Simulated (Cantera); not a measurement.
## Si + Cl₂ + H₂ (chlorosilane synthesis and conversion)

Feed: 1 mol Si, 2.2 mol Cl₂, 14 mol H₂, held at 1273 K.

Cantera equilibrium calculation (NASA polynomials, part measured and part estimated; ideal gas, pure solids and liquids). Candidate condensed phases: Si; 19 gas species. The tables' values for SiCl₃ are old estimates; treat these amounts as uncertain. The numbers say what is thermodynamically allowed, not how fast it happens.

```json
[
 {"P (Pa)": "10000", "x H₂": "0.849", "x HCl": "0.0870", "x SiCl₄": "0.0243", "x SiHCl₃": "0.00949", "x SiCl₂": "0.0210"},
 {"P (Pa)": "19000", "x H₂": "0.857", "x HCl": "0.0787", "x SiCl₄": "0.0279", "x SiHCl₃": "0.0121", "x SiCl₂": "0.0156"},
 {"P (Pa)": "36000", "x H₂": "0.863", "x HCl": "0.0719", "x SiCl₄": "0.0309", "x SiHCl₃": "0.0148", "x SiCl₂": "0.0110"},
 {"P (Pa)": "67000", "x H₂": "0.868", "x HCl": "0.0667", "x SiCl₄": "0.0331", "x SiHCl₃": "0.0172", "x SiCl₂": "0.00740"},
 {"P (Pa)": "130000", "x H₂": "0.872", "x HCl": "0.0627", "x SiCl₄": "0.0349", "x SiHCl₃": "0.0194", "x SiCl₂": "0.00457"},
 {"P (Pa)": "240000", "x H₂": "0.874", "x HCl": "0.0601", "x SiCl₄": "0.0361", "x SiHCl₃": "0.0210", "x SiCl₂": "0.00279"},
 {"P (Pa)": "450000", "x H₂": "0.876", "x HCl": "0.0584", "x SiCl₄": "0.0369", "x SiHCl₃": "0.0221", "x SiCl₂": "0.00162"},
 {"P (Pa)": "840000", "x H₂": "0.877", "x HCl": "0.0573", "x SiCl₄": "0.0375", "x SiHCl₃": "0.0229", "x SiCl₂": "0.000915"},
 {"P (Pa)": "1600000", "x H₂": "0.878", "x HCl": "0.0566", "x SiCl₄": "0.0379", "x SiHCl₃": "0.0235", "x SiCl₂": "0.000498"},
 {"P (Pa)": "3000000", "x H₂": "0.878", "x HCl": "0.0562", "x SiCl₄": "0.0382", "x SiHCl₃": "0.0239", "x SiCl₂": "0.000272"}
]
```
x: gas mole fraction; nothing condenses.

From 0.100 bar to 30.0 bar nothing is condensed. The main Si-bearing gas is SiCl₄ throughout.
